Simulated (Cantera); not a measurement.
A closed system holds: 1 mol SiCl4, 9.6 mol O3, at 523.15 K and 13.3 mbar.

Cantera equilibrium calculation (NASA polynomials, part measured and part estimated; ideal gas, pure solids and liquids). Candidate condensed phases: Si, SiO2; 15 gas species. The numbers say what is thermodynamically allowed, not how fast it happens.

Base state: O2 0.870, Cl2 0.130 (mole fractions); condensed: SiO2(α-quartz).

Problem. What changes in the equilibrium state with this change: O3 from 9.6 to 0.062 mol?

Solution. 
| species | before | after |
|---|---|---|
| SiCl4 | <1e-9 | 0.830 |
| Cl2 | 0.130 | 0.170 |
| O2 | 0.870 | <1e-9 |
| SiO2(α-quartz), mol | 1.00 | 0.0930 |
